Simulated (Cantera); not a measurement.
A perfectly stirred reactor is fed with CH₄ : H₂ = 1 : 1.3 (molar parts), at 0.0197 atm; it is held at 1950 K, and followed from long to short residence time.

Model: GRI-Mech 3.0 (53 species, 325 reactions), integrated in Cantera. GRI-Mech 3.0 stops at C3 and has no aromatics, soot or wall deposition, so with more carbon than oxygen in the feed, carbon stays in small species such as C2H2 where larger ones or solid carbon would form. Radical loss at walls, strong at low pressure, is not modelled.

Task: What does this change do: H2 1.3 to 11 parts?

Result: 
```csv
quantity,before,after
x(CH₄) at τ = 1.30 s,0.00930,0.00419
x(H₂) at τ = 1.30 s,0.837,0.953
x(CH₃) at τ = 1.30 s,0.00111,0.000538
x(C₂H₄) at τ = 1.30 s,5.65e-5,1.32e-5
x(H) at τ = 1.30 s,0.00507,0.00618
x(CH₄) at τ = 21.0 ms,0.120,0.0435
x(H₂) at τ = 21.0 ms,0.763,0.933
x(CH₃) at τ = 21.0 ms,0.00797,0.00314
x(C₂H₄) at τ = 21.0 ms,0.00239,0.000325
x(H) at τ = 21.0 ms,0.00264,0.00342
```
